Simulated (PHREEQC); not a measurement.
**Metal-bearing waste water**

A solution holds 0.02 mol/kgw CuSO4, 0.00079 mol/kgw MgSO4, 9.7e-05 mol/kgw NaHCO3 and 0.0023 mol/kgw Na2SO4, at 25 °C. Closed to the air; pH follows from the charge balance.

Model: ion-association model, wateq4f.dat, run in PHREEQC.

This is a speciation only: nothing precipitates in the calculation.

**Question.** What pH, ionic strength does the model give?

**Answer.** pH 5.05; ionic strength 0.0579 mol/kgw.

**Question.** In which forms is Cu present?

**Answer.** Cu+2 61 %, CuSO4 38 % of the Cu.

Examples of supersaturated solids here: Antlerite, Brochantite. Others may be too.
